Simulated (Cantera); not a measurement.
Ignition delay

Mixture: H2 : O2 : N2 = 1 : 0.781 : 2.94 (molar parts), equivalence ratio 0.64, at 5.70 bar, adiabatic and at constant pressure. Ignition delay is the time to a rise of 400 K.

Computed with Cantera and GRI-Mech 3.0 (53 species, 325 reactions). The hydrogen kinetics of GRI-Mech 3.0 are dated; newer H2 mechanisms differ, most at raised pressure. Below about 950 K walls govern HO2 and H2O2 in real vessels. Where the delays flatten at high temperature, the 400 K rule measures the pace of heat release, not the induction time.

```json
[
 {"T0 (K)": "898", "delay (ms)": "212"},
 {"T0 (K)": "998", "delay (ms)": "13.7"},
 {"T0 (K)": "1098", "delay (ms)": "0.777"},
 {"T0 (K)": "1198", "delay (ms)": "0.0168"},
 {"T0 (K)": "1298", "delay (ms)": "0.00641"},
 {"T0 (K)": "1398", "delay (ms)": "0.00381"},
 {"T0 (K)": "1498", "delay (ms)": "0.00266"},
 {"T0 (K)": "1598", "delay (ms)": "0.00205"},
 {"T0 (K)": "1698", "delay (ms)": "0.00170"},
 {"T0 (K)": "1798", "delay (ms)": "0.00150"}
]
```
